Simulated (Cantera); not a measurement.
A closed system holds: 1 mol CH3SiCl3, 0.97 mol CH4, a varied amount of H2, at 1973 K and 10.0 mbar.

These are equilibrium values from Cantera (NASA tables, ideal gas, pure condensed phases), not measurements of a reactor. Candidate condensed phases: C, C6H6, C7H8, C8H18, Si, SiC; 109 gas species. The feed counts by its element totals alone. The tables' values for SiCl, SiCl3 are old estimates; treat these amounts as uncertain. Rates play no part.

x: gas mole fraction; n: condensed amount in mol.

```
n(H2) (mol)   x H2   x HCl     x H   x SiCl2      x Cl  x C2H2 (acetylene)  n C(graphite)  n SiC(s)
-----------  -----  ------  ------  --------  --------  ------------------  -------------  --------
5.1          0.704   0.268  0.0113    0.0125   0.00322            0.000451           1.09     0.869
8.4          0.771   0.207  0.0118   0.00681   0.00238            0.000494           1.05     0.904
14           0.833   0.149  0.0123   0.00326   0.00165            0.000534           1.02     0.932
23           0.881   0.103  0.0127   0.00146   0.00110            0.000565          0.986     0.952
38           0.918     [?]  0.0129       [?]       [?]            0.000588          0.954     0.964
62           0.942  0.0435  0.0131  0.000247  0.000452            0.000603          0.918     0.969
100          0.958     [?]  0.0132       [?]       [?]            0.000613          0.870     0.968
170          0.969  0.0168  0.0133   3.56e-5  0.000172            0.000621          0.788     0.959
280          0.975  0.0103  0.0133   1.34e-5  0.000105            0.000625          0.664     0.941
```

**Question.** Some entries are withheld; supply them.

**Answer.** 
- 100, x HCl: 0.0279
- 100, x SiCl2: 9.95e-5
- 100, x Cl: 0.000287
- 38, x HCl: 0.0674
- 38, x SiCl2: 0.000607
- 38, x Cl: 0.000710
